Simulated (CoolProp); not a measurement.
A single-stage vapour-compression cycle with R13: evaporating at 193.15 K (dew point), condensing at 246.15 K (bubble point), superheat 5 K, subcooling 2 K, compressor efficiency 0.8, no pressure losses. Each further row changes one setting.

Values from CoolProp's reference Helmholtz-energy equation of state, Platzer 1990. This equation is an older, rougher fit; its heat capacities, sound speeds and derivatives of the liquid may be far off and weren't checked against measurements.

```csv
case,cooling COP,pressure ratio,discharge temperature (K),refrigerating effect (kJ/kg),volumetric capacity (kJ/m³)
as stated,2.21,8.47,289.5,103,740
evaporating temperature 198.15 K,___,___,284.3,___,959
condensing temperature 241.15 K,2.53,7.22,___,108,777
subcooling 7 K,2.32,8.47,289.5,108,777
superheat 15 K,2.21,8.47,300.8,108,___
compressor efficiency 0.7,___,8.47,___,103,740
```

Q: Some entries are withheld; supply them.

A: 
- evaporating temperature 198.15 K, cooling COP: 2.57
- evaporating temperature 198.15 K, pressure ratio: 6.56
- evaporating temperature 198.15 K, refrigerating effect (kJ/kg): 105
- condensing temperature 241.15 K, discharge temperature (K): 282.1
- superheat 15 K, volumetric capacity (kJ/m³): 737
- compressor efficiency 0.7, cooling COP: 1.94
- compressor efficiency 0.7, discharge temperature (K): 298.9
